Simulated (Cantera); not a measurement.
A freely propagating, adiabatic, planar premixed flame of H2 : O2 : N2 = 1 : 0.294 : 1.11 (molar parts), equivalence ratio 1.7, unburnt at 300 K and 4.93 atm; mixture-averaged transport, grid criteria slope 0.08 and curve 0.16, no radiation.

Computed with Cantera and the H2/O2 subset of GRI-Mech 3.0, which has no nitrogen chemistry. The hydrogen kinetics of GRI-Mech 3.0 are dated; newer H2 mechanisms differ, most at raised pressure. Burning velocities carry a grid error of a few per cent, more on coarse grids.

Problem. Predict: laminar burning velocity; thermal thickness; peak x(OH); peak x(HO2); peak x(O).

Solution. 
```json
{
  "laminar_burning_velocity": "296 cm/s",
  "thermal_thickness": "0.0432 mm",
  "peak x(OH)": "0.00470",
  "peak x(HO2)": "0.00120",
  "peak x(O)": "0.00232"
}
```
